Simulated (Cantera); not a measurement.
A Cantera script and what it prints.

```python
import numpy as np
import cantera as ct

gas_names = [...]  # 115 gases of nasa_gas.yaml made of C, Ca, H, O
cond_names = """
    C(gr) C6H6(L) C7H8(L) C8H18(L),n-octa Ca(a) Ca(b) Ca(L) CaCO3(caL) CaO(s) CaO(L) CaO2H2(s) H2O(s)
    H2O(L)
""".split()


# ... load() reads the species with a 1 bar reference pressure and builds the phases ...
atoms = {
    'Ca(OH)2': {'Ca': 1, 'O': 2, 'H': 2},
    'C': {'C': 1},
    'H2': {'H': 2},
}
top_T = {'C(gr)': 4500}  # K; cautious upper limits of use, not melting points


# ... equilibrate(T, P, feed) seeds the gas with the atoms and calls Mixture.equilibrate('TP', solver="vcs", rtol=1e-11, max_steps=5000) ...
results = []
feed = {'Ca(OH)2': 1, 'C': 0.28, 'H2': 0.51}  # mol
P = 1333.22  # Pa
for T in [750, 825, 900, 975, 1050, 1125, 1200, 1275, 1350, 1425, 1500, 1575]:
    mix = equilibrate(T, P, feed)
    results.append((T, P, feed, dict(zip(mix.species_names, mix.species_moles))))

top = {s: max(r[3][s] / sum(r[3][g] for g in gas_names) for r in results) for s in gas_names}
cols = sorted((s for s in top if top[s] > 1e-05), key=lambda s: -top[s])[:7]
seen = [c for c in cond_names if any(r[3].get(c, 0) > 1e-12 for r in results)]
print("log10 of partial pressures in bar; condensed amounts in mol")
print(f"{'T/K':>10s}" + "".join(f"{s[:9]:>10s}" for s in cols + seen))
for T, P, feed, n in results:
    ng = sum(n[g] for g in gas_names)
    print(f"{T:10.4g}" + "".join(f"{np.log10(max(n[s] / ng * P / 1e5, 1e-99)):10.3f}" for s in cols)
          + "".join(f"{n.get(c, 0):10.4g}" for c in seen))
```

It prints:

```
log10 of partial pressures in bar; condensed amounts in mol
       T/K        H2       H2O        CO       CO2         H       CH4 CaCO3(caL    CaO(s)
       750    -2.028    -2.410    -4.667    -4.262   -13.514    -5.878    0.2712    0.7288
       825    -2.082    -2.401    -3.399    -3.165   -12.142    -6.186    0.1464    0.8536
       900    -2.150    -2.380    -3.052    -2.921   -11.007    -7.242         0         1
       975    -2.160    -2.364    -2.981    -2.982   -10.021    -8.218         0         1
      1050    -2.168    -2.351    -2.929    -3.042    -9.175    -9.065         0         1
      1125    -2.175    -2.341    -2.891    -3.098    -8.440    -9.807         0         1
      1200    -2.181    -2.332    -2.861    -3.150    -7.795   -10.459         0         1
      1275    -2.186    -2.325    -2.838    -3.198    -7.225   -11.037         0         1
      1350    -2.190    -2.320    -2.820    -3.243    -6.718   -11.552         0         1
      1425    -2.194    -2.315    -2.805    -3.284    -6.263   -12.013         0         1
      1500    -2.197    -2.311    -2.794    -3.321    -5.853   -12.427         0         1
      1575    -2.199    -2.308    -2.784    -3.355    -5.481   -12.802         0         1
```

These are equilibrium values from Cantera (NASA tables, ideal gas, pure condensed phases), not measurements of a reactor.
